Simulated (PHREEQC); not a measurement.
Consider water at 67 °C with 0.0013 mol/kgw Cu(BF4)2, 0.00086 mol/kgw H2SO4 and 0.0053 mol/kgw Na2SO4. Closed to the air; pH follows from the charge balance.

All values are PHREEQC results (ion-association model, phreeqc.dat), not measurements.

```json
[
 {"quantity": "pH", "before": "3.01", "after": "2.90"},
 {"quantity": "ionic strength (mol/kgw)", "before": "0.0191", "after": "0.0196"},
 {"quantity": "SO4-2 (mol/kgw)", "before": "0.00477", "after": "0.00498"},
 {"quantity": "HF (mol/kgw)", "before": "0.00463", "after": "0.00352"},
 {"quantity": "F- (mol/kgw)", "before": "0.00163", "after": "0.00147"},
 {"quantity": "H3BO3 (mol/kgw)", "before": "0.00145", "after": "0.00115"}
]
```

Problem. What was changed between the two runs?
(A) Na2SO4 from 0.0053 to 0.00795 mol/kgw
(B) Na2SO4 from 0.0053 to 0.00106 mol/kgw
(C) temperature from 67 to 25 °C
(D) temperature from 67 to 45 °C
(E) temperature from 67 to 15 °C

Solution. D, temperature from 67 to 45 °C

No solid was allowed to form. At this temperature some constants are extrapolated from 25 °C, and those without enthalpy data are left unchanged. Real BF4- forms and hydrolyses slowly; the run takes it at equilibrium.
